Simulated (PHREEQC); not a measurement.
Make-up at 20 °C: 0.077 mol/kgw ZnSO4, 0.65 mol/kgw ZnCl2 and 0.00062 mol/kgw Na2SO4. Closed to the air; pH follows from the charge balance.

Model: ion-association model, wateq4f.dat, run in PHREEQC.

This is a speciation only: nothing precipitates in the calculation.

Order these Zn species by the share of Zn that they hold, largest first: ZnCl3-, Zn+2, ZnCl+, ZnSO4, ZnCl4-2.

Zn+2 (59 %), ZnCl+ (20 %), ZnSO4 (6.2 %), ZnCl3- (5.3 %), ZnCl4-2 (4.8 %)

The pH is 4.64 and the ionic strength 1.50 mol/kgw. Caution: at this ionic strength the ion-association model is outside its range; a Pitzer model would be the better tool where its parameters exist. Species that the database lacks are ignored.
